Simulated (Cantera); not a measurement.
C2F6 + F2 (fluorocarbon and chlorocarbon gases)

Charge: 1 mol C2F6, 0.8 mol F2, at 0.000650 bar.

These are equilibrium values from Cantera (NASA tables, ideal gas, pure condensed phases), not measurements of a reactor. Candidate condensed phases: C; 13 gas species. The feed counts by its element totals alone. Gases not in the tables: C2F6 and larger saturated fluorocarbons. Rates play no part.

From 950 K to 1750 K the condensed part is C(graphite). From 1950 K to 2150 K nothing is condensed. From 2350 K to 2750 K the condensed part is C(graphite). From 2950 K to 3350 K nothing is condensed. The main C-bearing gas is CF4 at 950 K and C at 3350 K.

| T (K) | x CF4 | x F | x CF2 | x C | x CF | x C3 | x C2 | n C(graphite) |
|---|---|---|---|---|---|---|---|---|
| 950 | 1.00 | 2.05e-10 | 3.54e-9 | <1e-12 | <1e-12 | <1e-12 | <1e-12 | 0.100 |
| 1150 | 1.000 | 2.15e-7 | 1.78e-6 | <1e-12 | <1e-12 | <1e-12 | <1e-12 | 0.1000 |
| 1350 | 1.000 | 2.89e-5 | 0.000138 | <1e-12 | 1.06e-9 | <1e-12 | <1e-12 | 0.0999 |
| 1550 | 0.995 | 0.00110 | 0.00344 | <1e-12 | 2.79e-7 | <1e-12 | <1e-12 | 0.0971 |
| 1750 | 0.940 | 0.0180 | 0.0394 | 9.89e-11 | 2.01e-5 | 3.66e-11 | 3.00e-12 | 0.0688 |
| 1950 | 0.646 | 0.179 | 0.167 | 8.20e-9 | 0.000341 | 1.78e-9 | 2.83e-10 | 0 |
| 2150 | 0.0742 | 0.589 | 0.326 | 7.08e-7 | 0.00406 | 5.52e-7 | 6.39e-8 | 0 |
| 2350 | 0.000919 | 0.828 | 0.154 | 2.85e-5 | 0.0165 | 6.35e-5 | 5.69e-6 | 0.867 |
| 2550 | 8.55e-6 | 0.919 | 0.0442 | 0.000502 | 0.0349 | 0.00164 | 0.000152 | 1.38 |
| 2750 | 9.88e-8 | 0.895 | 0.0120 | 0.00581 | 0.0585 | 0.0260 | 0.00251 | 0.753 |
| 2950 | 1.10e-9 | 0.864 | 0.00210 | 0.0267 | 0.0500 | 0.0480 | 0.00868 | 0 |
| 3150 | 1.67e-11 | 0.847 | 0.000341 | 0.0743 | 0.0322 | 0.0322 | 0.0138 | 0 |
| 3350 | <1e-12 | 0.816 | 5.20e-5 | 0.144 | 0.0168 | 0.0110 | 0.0128 | 0 |
x: gas mole fraction; n: condensed amount in mol.
